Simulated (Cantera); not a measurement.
C + H2O + H2 (carbon deposition, reforming and gasification)

Input: 1 mol C, a varied amount of H2O, 32 mol H2, at 3.70 mbar.

Cantera equilibrium calculation (NASA polynomials, part measured and part estimated; ideal gas, pure solids and liquids). Candidate condensed phases: C, C6H6, C7H8, C8H18, H2O; 110 gas species. Kinetics and transport are ignored.

Stable condensed phases:

```
T in °C \ n(H2O) in mol
         0.39  0.8  1.2  1.6    2  2.4  2.8  3.2  3.6  4.1  4.5  4.9
   2625     A    A    A    A    A    A    A    A    A    A    A    A
   2550     A    A    A    A    A    A    A    A    A    A    A    A
   2475     A    A    A    A    A    A    A    A    A    A    A    A
   2400     A    A    A    A    A    A    A    A    A    A    A    A
   2325     A    A    A    A    A    A    A    A    A    A    A    A
   2250     A    A    A    A    A    A    A    A    A    A    A    A
   2175     B    A    A    A    A    A    A    A    A    A    A    A
   2100     B    A    A    A    A    A    A    A    A    A    A    A
   2025     B    A    A    A    A    A    A    A    A    A    A    A
   1950     B    B    A    A    A    A    A    A    A    A    A    A
   1875     B    B    A    A    A    A    A    A    A    A    A    A
```

A: gas only; B: C.
